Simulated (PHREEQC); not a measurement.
PHREEQC input (ion-association model, phreeqc.dat):

```
SOLUTION_SPECIES
  2 NO3- + 12 H+ + 10 e- = N2 + 6 H2O  # shut off: nitrate stays nitrate
    -log_k -100
    -delta_h 0
    -analytic -100
SOLUTION 1
  temp 10
  units mol/kgw
  pH 7 charge
  Cl 0.023
  S(6) 0.13186
  Zn 0.13
  Fe(3) 0.00124
SOLUTION 2
  temp 10
  units mol/kgw
  pH 7 charge
  F 0.0055
  Li 0.005624
  N(5) 0.0073
  C(4) 6.2e-05
END
SELECTED_OUTPUT 1
  -reset false
  -pH true
  -pe true
  -ionic_strength true
  -water true
  -totals C Cl F Fe Li N S Zn C(-4) C(4)
    Fe(2) Fe(3) N(5) N(3) N(0) N(-3) S(-2) S(6)
  -molalities H+ Fe+2 Cl- CO3-2 SO4-2 NO3- F- Li+ Zn+2 OH-
    O2 HCO3- CO2 (CO2)2 HSO4- S-2 HS- H2S NO2- NH4+
    NH3 NH4SO4- HF HF2- FeOH+ Fe(OH)3- FeCl+ FeCO3 FeHCO3+ FeSO4
    FeHSO4+ Fe(HS)2 Fe(HS)3- FeF+ Fe+3 FeOH+2 Fe(OH)2+ Fe(OH)3 Fe(OH)4- Fe(OH)2
    Fe2(OH)2+4 Fe3(OH)4+5 FeCl+2 FeCl2+ FeCl3 FeSO4+ FeHSO4+2 Fe(SO4)2- FeF+2 FeF2+
    FeF3 LiSO4- ZnOH+ Zn(OH)2 Zn(OH)3- Zn(OH)4-2 ZnCl+ ZnCl2 ZnCl3- ZnCl4-2
    ZnOHCl Zn(HS)2 Zn(HS)3- ZnCO3 Zn(CO3)2-2 ZnHCO3+ ZnSO4 Zn(SO4)2-2 ZnF+
  -equilibrium_phases Fe(OH)3(a) Zn(OH)2(e) Smithsonite
PRINT
  -reset false
MIX 1
  1 1
  2 0
EQUILIBRIUM_PHASES 1
  Fe(OH)3(a) 0 0
  Zn(OH)2(e) 0 0
  Smithsonite 0 0
  O2(g) -0.68 10
END
# ... the last block is repeated for the other 10 points of share of solution B
```

Selected output (columns that matter, 11 of 11 rows; share of solution B added in front):

```
share of solution B	pH	mu	C	Cl	F	Fe	Li	N	S	Zn	m_H+	m_Cl-	m_SO4-2	m_NO3-
0	2.0185	0.28547	0	0.023	0	0.00124	0	0	0.13186	0.13	0.012165	0.022412	0.044222	0
0.1	2.0426	0.26043	6.2e-06	0.0207	0.00055	0.001116	0.0005624	0.00073	0.11867	0.117	0.011457	0.020207	0.041166	0.00073
0.2	2.0691	0.23494	1.24e-05	0.0184	0.0011	0.000992	0.0011248	0.00146	0.10549	0.104	0.010727	0.017994	0.037951	0.00146
0.3	2.0993	0.20905	1.86e-05	0.0161	0.00165	0.000868	0.0016872	0.00219	0.092302	0.091	0.0099527	0.015774	0.034563	0.00219
0.4	2.1349	0.18282	2.48e-05	0.0138	0.0022	0.000744	0.0022496	0.00292	0.079116	0.078	0.0091105	0.013546	0.030981	0.00292
0.5	2.1777	0.15635	3.1e-05	0.0115	0.00275	0.00062	0.002812	0.00365	0.06593	0.065	0.0081925	0.011311	0.027183	0.00365
0.6	2.229	0.12962	3.72e-05	0.0092	0.0033	0.000496	0.0033744	0.00438	0.052744	0.052	0.0072144	0.009068	0.023118	0.00438
0.7	2.2902	0.10248	4.34e-05	0.0069	0.00385	0.000372	0.0039368	0.00511	0.039558	0.039	0.0061941	0.0068171	0.018691	0.00511
0.8	2.3641	0.074539	4.96e-05	0.0046	0.0044	0.000248	0.0044992	0.00584	0.026372	0.026	0.0051449	0.0045571	0.013735	0.00584
0.9	2.4541	0.044875	5.58e-05	0.0023	0.00495	0.000124	0.0050616	0.00657	0.013186	0.013	0.0040826	0.0022863	0.0079164	0.00657
1	2.5487	0.0086987	6.2e-05	0	0.0055	0	0.005624	0.0073	0	0	0.0030747	0	0	0.0073
```

Complexes and solids missing from the database can't appear. Away from 25 °C the constants follow the database's enthalpies or fits; those with neither stay at their 25 °C values. Fluoro complexes past AlF4- and FeF3 are missing from the database.
